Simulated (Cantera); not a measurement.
Thermodynamics of halide evaporation, hydrolysis and transport, feed CaF₂ + O₂ + N₂

Feed: 1 mol CaF₂, 0.71 mol O₂, 1.4 mol N₂, equilibrated at 1223 K and 1.30 Pa.

Cantera equilibrium calculation (NASA polynomials, part measured and part estimated; ideal gas, pure solids and liquids). Candidate condensed phases: Ca, CaF₂, CaO; 22 gas species. Equilibrium is a limit: real reactors are often held back by kinetics, nucleation or transport.

x(N₂): 0.663
x(O₂): 0.336
x(NO): 0.000270
x(CaF₂): 9.90e-5
x(O): 6.50e-6
n(CaF₂(s)): 1.000 mol
gas amount: 2.110 mol
log10 activity of Ca(l) (absent): -18.93
